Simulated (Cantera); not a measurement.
An adiabatic, constant-volume homogeneous reactor starts with CO : H2 : CH4 : O2 : N2 : H2O = 1 : 0.17 : 0.27 : 1.68 : 6.31 : 0.36 (molar parts), equivalence ratio 0.67, at 1423 K and 1.01 bar.

Model: GRI-Mech 3.0 (53 species, 325 reactions), integrated in Cantera.

Problem. Predict: time of steepest temperature rise; temperature at 2.00 s; equilibrium temperature; x(CO) at 2.00 s; x(H2) at 2.00 s; x(NO2) at 2.00 s; x(NO) at 2.00 s.

Solution. 
```
Quantity                                                            Result
---------------------------------  ---------------------------------------
time of steepest temperature rise                                 0.182 ms
temperature at 2.00 s                                               2699 K
equilibrium temperature                                             2699 K
x(CO) at 2.00 s                      0.0302 (gas-phase equilibrium 0.0302)
x(H2) at 2.00 s                    0.00430 (gas-phase equilibrium 0.00430)
x(NO2) at 2.00 s                   8.51e-6 (gas-phase equilibrium 8.51e-6)
x(NO) at 2.00 s                      0.0158 (gas-phase equilibrium 0.0158)
```
